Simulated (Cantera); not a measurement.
Gas-phase reforming

A perfectly stirred reactor is fed with 28.7 % CH4, 63.0 % H2O, 8.31 % H2, at 0.133 bar; it is held at 1625 K, and followed from long to short residence time.

Detailed kinetics in Cantera: GRI-Mech 3.0 (53 species, 325 reactions).

```json
[
 {"τ (s)": "0.61", "x CH4": "0.0789", "x H2O": "0.477", "x H2": "0.351", "x C2H6": "4.16e-5", "x C2H4": "0.000704", "x CO": "0.0227", "x OH": "5.27e-6"},
 {"τ (s)": "0.17", "x CH4": "0.132", "x H2O": "0.540", "x H2": "0.264", "x C2H6": "0.000117", "x C2H4": "0.00142", "x CO": "0.00720", "x OH": "5.81e-6"},
 {"τ (s)": "0.046", "x CH4": "0.198", "x H2O": "0.586", "x H2": "0.180", "x C2H6": "0.000268", "x C2H4": "0.00285", "x CO": "0.00182", "x OH": "6.16e-6"},
 {"τ (s)": "0.013", "x CH4": "0.250", "x H2O": "0.614", "x H2": "0.120", "x C2H6": "0.000412", "x C2H4": "0.00364", "x CO": "0.000395", "x OH": "6.27e-6"},
 {"τ (s)": "0.0034", "x CH4": "0.278", "x H2O": "0.627", "x H2": "0.0904", "x C2H6": "0.000346", "x C2H4": "0.00177", "x CO": "5.44e-5", "x OH": "5.33e-6"},
 {"τ (s)": "0.00094", "x CH4": "0.285", "x H2O": "0.630", "x H2": "0.0840", "x C2H6": "0.000101", "x C2H4": "0.000208", "x CO": "2.23e-6", "x OH": "3.02e-6"},
 {"τ (s)": "0.00026", "x CH4": "0.286", "x H2O": "0.630", "x H2": "0.0832", "x C2H6": "8.44e-6", "x C2H4": "7.71e-6", "x CO": "1.36e-8", "x OH": "1.12e-6"}
]
```
x: mole fraction; the columns are a selection and need not sum to one.
